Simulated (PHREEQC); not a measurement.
Consider water at 87 °C with 0.001 mol/kgw KCl and 0.0041 mol/kgw CuSO4. Closed to the air; pH follows from the charge balance.

Equilibrium calculation in PHREEQC: ion-association model, phreeqc.dat.

This is a speciation only: nothing precipitates in the calculation.

**Question.** What pH, specific conductance does the model give?

**Answer.** pH 4.47; specific conductance 2280 µS/cm.

**Question.** In which forms is Cu present?

**Answer.** Cu+2 73 %, CuSO4 24 %, Cu2(OH)2+2 1.7 %, CuCl+ 1.4 % of the Cu.

Constants without temperature data keep their 25 °C values here.
